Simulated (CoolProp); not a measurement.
Values from CoolProp's reference Helmholtz-energy equation of state, Lemmon 2016.

Question: Give the vapour pressure (bar), liquid density (kg/m³), vapour density (kg/m³), enthalpy of vaporisation (kJ/kg) of saturated R365MFC at 359.6, 371.2, 440.7 K.

Answer: 
| T (K) | p (bar) | liquid density (kg/m³) | vapour density (kg/m³) | enthalpy of vaporisation (kJ/kg) |
|---|---|---|---|---|
| 359.6 | 4.18 | 1110 | 23.6 | 163 |
| 371.2 | 5.60 | 1080 | 31.6 | 155 |
| 440.7 | 23.3 | 805 | 167 | 86.4 |
